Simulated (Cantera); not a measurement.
Equilibrium for nitride etching: Si3N4 + H2

Input: 1 mol Si3N4, 350 mol H2.

Method: chemical equilibrium by Gibbs-energy minimisation in Cantera with the NASA 1993 tables (ideal gas, pure condensed phases). Candidate condensed phases: Si, Si3N4; 18 gas species. Mutual solubility and eutectic melting of coexisting phases are not modelled. The numbers say what is thermodynamically allowed, not how fast it happens.

Stable condensed phases:

```
T in K \ P in Pa
              1    4.2     18     75    320   1300   5600  24000 100000
   1848       A      A      A      A      B      B      B      B      B
   1773       A      A      A      B      B      B      B      B      C
   1698       A      A      B      B      B      B      B      B      C
   1623       A      B      B      B      B      B      B      C      C
   1548       B      B      B      B      B      B      C      C      C
   1473       B      B      B      B      B      C      C      C      C
   1398       B      B      B      B      C      C      C      C      C
   1323       B      B      C      C      C      C      C      C      D
   1248       B      C      C      C      C      C      C      D      D
   1173       C      C      C      C      C      C      D      D      D
   1098       C      C      C      C      D      D      D      D      D
   1023       C      C      D      D      D      D      D      D      D
    948       D      D      D      D      D      D      D      D      D
    873       D      D      D      D      D      D      D      D      D
```

A: gas only; B: Si; C: Si + Si3N4; D: Si3N4.
